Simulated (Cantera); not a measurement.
# Ignition delay

Mixture: 38.3 % CO, 4.59 % H₂, 11.9 % O₂, 44.8 % N₂, 0.459 % H₂O, equivalence ratio 1.8, at 645 Torr, adiabatic and at constant pressure. Ignition delay is the time to a rise of 400 K.

Detailed kinetics in Cantera: GRI-Mech 3.0 (53 species, 325 reactions). Where the delays flatten at high temperature, the 400 K rule measures the pace of heat release, not the induction time.

```tsv
T0 (K)	delay (ms)
1275	0.0909
1375	0.0719
1475	0.0634
1575	0.0613
1675	0.0634
1775	0.0681
1875	0.0747
1975	0.0828
```
